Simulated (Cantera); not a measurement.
**Silicon nitride deposition: SiF₄ + NH₃**

Input: 1 mol SiF₄, a varied amount of NH₃, at 875 K and 1.00 bar.

Method: chemical equilibrium by Gibbs-energy minimisation in Cantera with the NASA 1993 tables (ideal gas, pure condensed phases). Candidate condensed phases: Si, Si₃N₄; 37 gas species. Rates play no part.

| n(NH₃) (mol) | x H₂ | x SiF₄ | x N₂ | x NH₃ | n Si₃N₄(s) |
|---|---|---|---|---|---|
| 0.27 | 0.263 | 0.649 | 0.0876 | 5.94e-5 | 0 |
| 0.44 | 0.351 | 0.532 | 0.117 | 0.000106 | 0 |
| 0.7 | 0.437 | 0.417 | 0.146 | 0.000165 | 0 |
| 1.1 | 0.515 | 0.312 | 0.172 | 0.000229 | 0 |
| 1.8 | 0.587 | 0.217 | 0.196 | 0.000296 | 0 |
| 2.8 | 0.636 | 0.151 | 0.212 | 0.000348 | 0 |
| 4.6 | 0.676 | 0.0980 | 0.225 | 0.000393 | 5.12e-5 |
| 7.3 | 0.701 | 0.0640 | 0.234 | 0.000424 | 9.41e-5 |
| 12 | 0.720 | 0.0400 | 0.240 | 0.000446 | 0.000163 |
| 19 | 0.730 | 0.0256 | 0.243 | 0.000459 | 0.000259 |
| 30 | 0.737 | 0.0164 | 0.246 | 0.000468 | 0.000396 |
| 48 | 0.742 | 0.0103 | 0.247 | 0.000474 | 0.000599 |
x: gas mole fraction; n: condensed amount in mol.

From 0.27 mol NH₃ to 2.8 mol NH₃ nothing is condensed. From 4.6 mol NH₃ to 48 mol NH₃ the condensed part is Si₃N₄(s). The main Si-bearing gas is SiF₄ throughout.
